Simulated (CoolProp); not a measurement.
Vapour-liquid equilibrium of ethane (1) + n-butane (2) at 240.7 K; x and y are mole fractions of (1).

Model: multi-fluid Helmholtz-energy mixture model, Bücker 2006 and Bücker 2006; pair parameters Kunz 2012, in CoolProp.

```json
[
 {"x": "0.05", "bubble pressure, mixture model (kPa)": "67.50", "bubble pressure, Raoult's law (kPa)": "73.10", "y, mixture model": "0.641", "y, Raoult's law": "0.676"},
 {"x": "0.2", "bubble pressure, mixture model (kPa)": "201.9", "bubble pressure, Raoult's law (kPa)": "217.5", "y, mixture model": "0.893", "y, Raoult's law": "0.908"},
 {"x": "0.35", "bubble pressure, mixture model (kPa)": "342.5", "bubble pressure, Raoult's law (kPa)": "362.0", "y, mixture model": "0.945", "y, Raoult's law": "0.955"},
 {"x": "0.5", "bubble pressure, mixture model (kPa)": "485.3", "bubble pressure, Raoult's law (kPa)": "506.4", "y, mixture model": "0.968", "y, Raoult's law": "0.975"},
 {"x": "0.65", "bubble pressure, mixture model (kPa)": "628.6", "bubble pressure, Raoult's law (kPa)": "650.9", "y, mixture model": "0.981", "y, Raoult's law": "0.987"},
 {"x": "0.8", "bubble pressure, mixture model (kPa)": "774.8", "bubble pressure, Raoult's law (kPa)": "795.3", "y, mixture model": "0.990", "y, Raoult's law": "0.994"},
 {"x": "0.95", "bubble pressure, mixture model (kPa)": "931.0", "bubble pressure, Raoult's law (kPa)": "939.7", "y, mixture model": "0.998", "y, Raoult's law": "0.999"}
]
```

The largest gap from Raoult's law is -7.7 % in bubble pressure, at x = 0.05. No azeotrope shows between x = 0.05 and 0.95.

The pair parameters rest on a limited set of measurements; away from them the model extrapolates.
